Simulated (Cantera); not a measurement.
Silicon oxide and oxynitride deposition: SiH2Cl2 + H2O + H2

Input: 1 mol SiH2Cl2, 2.6 mol H2O, 2 mol H2, at 0.00180 bar.

These are equilibrium values from Cantera (NASA tables, ideal gas, pure condensed phases), not measurements of a reactor. Candidate condensed phases: H2O, Si, SiO2; 30 gas species. The tables hold silica as quartz up to 1696 K and as liquid above; real silica turns to tridymite and cristobalite and melts near 1996 K. The numbers say what is thermodynamically allowed, not how fast it happens.

```tsv
T (K)	log p H2	log p HCl	log p H2O	log p SiO	log p H	n SiO2(β-quartz)	n SiO2(condensed)
900	-2.96	-3.26	-3.79	<-14	-11.41	1.00	0
1000	-2.96	-3.26	-3.79	<-14	-10.13	1.00	0
1100	-2.96	-3.26	-3.79	<-14	-9.07	1.00	0
1200	-2.96	-3.26	-3.79	-12.68	-8.19	1.00	0
1300	-2.96	-3.26	-3.79	-10.85	-7.44	1.00	0
1400	-2.96	-3.26	-3.79	-9.29	-6.79	1.000	0
1500	-2.96	-3.26	-3.79	-7.94	-6.24	1.000	0
1600	-2.96	-3.26	-3.79	-6.77	-5.75	0.999	0
1700	-2.96	-3.27	-3.78	-5.74	-5.31	0	0.993
1800	-2.97	-3.27	-3.76	-4.88	-4.93	0	0.951
```
log p: log10 of the partial pressure in bar; n: condensed amount in mol.

From 900 K to 1600 K the condensed part is SiO2(β-quartz). From 1700 K to 1800 K the condensed part is SiO2(condensed).
